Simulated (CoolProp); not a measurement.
Vapour-liquid equilibrium of R113 (1) + acetone (2) at 1.56 MPa; x and y are mole fractions of (1).

The numbers come from the multi-fluid Helmholtz-energy mixture model, Marx 1992 and Lemmon 2006; pair parameters Bell 2016 in CoolProp.

```csv
x,bubble temperature (K),y at the bubble point,dew temperature at overall composition x (K),liquid density (mol/L)
0.05,437.7,0.072,438.3,9.867
0.125,435.2,0.167,436.3,9.451
0.2,433.3,0.250,434.4,9.055
0.275,431.8,0.324,432.7,8.682
0.35,430.7,0.391,431.3,8.332
0.425,430.0,0.453,430.3,8.004
0.5,429.6,0.512,429.6,7.699
0.575,429.5,0.571,429.5,7.415
0.65,429.7,0.632,429.8,7.151
0.725,430.3,0.695,430.7,6.905
0.8,431.4,0.764,432.1,6.675
0.875,432.9,0.841,433.7,6.457
0.95,435.2,0.931,435.7,6.246
```

y crosses x between x = 0.5 and 0.575: the model has an azeotrope there.

Pair parameters are fitted to limited data, so mixtures are less certain than the pure fluids.
